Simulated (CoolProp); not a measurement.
Values from CoolProp's reference Helmholtz-energy equation of state, Thol 2017.

### Question
Give the vapour pressure (MPa), liquid density (kg/m³), vapour density (kg/m³), surface tension (mN/m) of saturated octamethyltrisiloxane (MDM) at -0.75, 9.25, 29.05 °C.

### Answer
```tsv
T (°C)	p (MPa)	liquid density (kg/m³)	vapour density (kg/m³)	surface tension (mN/m)
-0.75	7.53e-5	841	0.00787	19.0
9.25	0.000165	831	0.0167	18.0
29.05	0.000648	811	0.0611	16.2
```

Surface tension comes from a separate correlation (Mulero 2014), older than this fluid's equation and unchecked against measurements.
